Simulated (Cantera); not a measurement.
**Premixed flame**

A freely propagating, adiabatic, planar premixed flame of 8.64 % CH4, 19.2 % O2, 72.2 % N2, equivalence ratio 0.90, unburnt at 375 K and 5250 Torr; mixture-averaged transport, grid criteria slope 0.08 and curve 0.16, no radiation.

Cantera simulation using GRI-Mech 3.0 (53 species, 325 reactions); the numbers are that mechanism's predictions, not measurements. Burning velocities carry a grid error of a few per cent, more on coarse grids.

```tsv
z (mm)	T (K)	u (m/s)	x CH4	x O2	x NO	x O	x N2O	x C2H6
-0.363	376	0.215	0.0863	0.192	<1e-8	<1e-8	<1e-8	3.68e-8
-0.242	380	0.218	0.0859	0.191	<1e-8	<1e-8	<1e-8	4.34e-7
-0.182	399	0.229	0.0846	0.190	1.34e-8	<1e-8	<1e-8	3.34e-6
-0.121	517	0.298	0.0777	0.181	1.59e-7	<1e-8	1.65e-8	4.02e-5
-0.0605	1006	0.585	0.0500	0.138	2.96e-6	4.45e-7	1.37e-7	0.000362
-0.0303	1428	0.834	0.0254	0.0963	8.19e-6	1.79e-5	2.97e-7	0.000553
0	1833	1.07	0.00389	0.0515	1.51e-5	0.000320	5.45e-7	5.02e-5
0.0303	2000	1.16	7.22e-5	0.0318	2.24e-5	0.00104	8.49e-7	1.96e-8
0.0605	2069	1.20	9.00e-7	0.0265	2.69e-5	0.000939	1.00e-6	<1e-8
0.121	2134	1.23	<1e-8	0.0229	3.22e-5	0.000557	1.01e-6	<1e-8
0.242	2178	1.25	<1e-8	0.0208	3.84e-5	0.000277	7.96e-7	<1e-8
0.484	2196	1.26	<1e-8	0.0200	4.63e-5	0.000169	5.75e-7	<1e-8
0.968	2200	1.26	<1e-8	0.0198	5.93e-5	0.000147	5.12e-7	<1e-8
```
x: mole fraction of selected species; z is measured from the peak of heat release.

| Quantity | Result |
|---|---|
| laminar burning velocity | 21.5 cm/s |
| thermal thickness | 0.121 mm |
| peak x(O) | 0.00106 |
| peak x(C2H6) | 0.000564 |
| grid points | 137 |
